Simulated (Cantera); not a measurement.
A closed system holds: 1 mol Si(CH3)4, 470 mol H2, 0.038 mol CH4, equilibrated at 1400 K and 133 Pa.

These are equilibrium values from Cantera (NASA tables, ideal gas, pure condensed phases), not measurements of a reactor. Candidate condensed phases: C, C6H6, C7H8, C8H18, Si, SiC; 87 gas species. Rates play no part.

**Question.** What is the equilibrium state?

**Answer.** 
```json
{
 "x(H2)": "1.000",
 "x(H)": "0.000133",
 "x(CH4)": "5.76e-6",
 "x(C2H2 (acetylene))": "2.52e-6",
 "n(C(graphite))": "3.03 mol",
 "n(SiC(s))": "1.000 mol",
 "gas_amount": "476.1 mol",
 "log10 activity of Si(s) (absent)": "-2.32"
}
```
